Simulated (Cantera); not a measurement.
Charge: 1 mol CO₂, 0.21 mol H₂O, 0.49 mol O₂, held at 2377 °C and 0.0220 bar.

Method: chemical equilibrium by Gibbs-energy minimisation in Cantera with the NASA 1993 tables (ideal gas, pure condensed phases). Candidate condensed phases: C, C₆H₆, C₇H₈, C₈H₁₈, H₂O; 110 gas species. Equilibrium is a limit: real reactors are often held back by kinetics, nucleation or transport.

Base state: O₂ 0.291, CO₂ 0.237, CO 0.231, O 0.106, H₂O 0.0532, OH 0.0462, H 0.0280, H₂ 0.00786 (mole fractions); condensed: gas only.

Problem. What changes in the equilibrium state with this change: temperature from 2377 °C to 3202 °C?

Solution. 
| species | before | after |
|---|---|---|
| O | 0.106 | 0.558 |
| CO | 0.231 | 0.285 |
| H | 0.0280 | 0.112 |
| O₂ | 0.291 | 0.0320 |
| CO₂ | 0.237 | 0.00513 |
| H₂O | 0.0532 | 0.000132 |
| OH | 0.0462 | 0.00757 |
| H₂ | 0.00786 | 0.000888 |
